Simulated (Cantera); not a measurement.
Feed: 1 mol Al, 1.3 mol HCl, 13 mol N₂, equilibrated at 1098 K and 0.133 bar.

Method: chemical equilibrium by Gibbs-energy minimisation in Cantera with the NASA 1993 tables (ideal gas, pure condensed phases). Candidate condensed phases: Al, AlCl₃, AlN, NH₄Cl; 20 gas species. Rates play no part.

Base state: N₂ 0.918, H₂ 0.0355, AlCl₃ 0.0237, HCl 0.0231 (mole fractions); condensed: AlN(s).

Q: What changes in the equilibrium state with this change: HCl from 1.3 to 2.7 mol?

A: 
```tsv
species	before	after
N₂	0.918	0.845
H₂	0.0355	0.0690
AlCl₃	0.0237	0.0460
HCl	0.0231	0.0396
AlN(s), mol	0.673	0.301
```
